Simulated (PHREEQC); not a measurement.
NH3 is added in steps, without added water, to 1 kg of water holding 0.024 mol Al2(SO4)3, at 25 °C. Oxygen is held at 0.21 atm. The system is closed to CO2. The run lets Al(OH)3(a), Basaluminite precipitate or redissolve, and no other solid.

Base run: PHREEQC, ion-association model, wateq4f.dat. Each further column changes one thing. The table gives pH.

```json
[
 {"NH3 added (mol)": "0", "base": "3.67", "diluted 10-fold with water": "3.88", "Al2(SO4)3 from 0.024 to 0.012 mol/kgw": "3.73", "no solid may form": "3.96"},
 {"NH3 added (mol)": "0.0315", "base": "3.76", "diluted 10-fold with water": "9.25", "Al2(SO4)3 from 0.024 to 0.012 mol/kgw": "3.91", "no solid may form": "5.69"},
 {"NH3 added (mol)": "0.0585", "base": "3.84", "diluted 10-fold with water": "9.64", "Al2(SO4)3 from 0.024 to 0.012 mol/kgw": "4.46", "no solid may form": "5.93"},
 {"NH3 added (mol)": "0.09", "base": "3.99", "diluted 10-fold with water": "9.89", "Al2(SO4)3 from 0.024 to 0.012 mol/kgw": "9.04", "no solid may form": "6.11"},
 {"NH3 added (mol)": "0.1215", "base": "7.53", "diluted 10-fold with water": "10.05", "Al2(SO4)3 from 0.024 to 0.012 mol/kgw": "9.25", "no solid may form": "6.26"},
 {"NH3 added (mol)": "0.1485", "base": "8.79", "diluted 10-fold with water": "10.15", "Al2(SO4)3 from 0.024 to 0.012 mol/kgw": "9.38", "no solid may form": "6.42"},
 {"NH3 added (mol)": "0.18", "base": "9.10", "diluted 10-fold with water": "10.25", "Al2(SO4)3 from 0.024 to 0.012 mol/kgw": "9.52", "no solid may form": "6.76"}
]
```

 In at least one series the solution becomes supersaturated in solids that the run did not let form, among them Al(OH)3(a), Basaluminite.
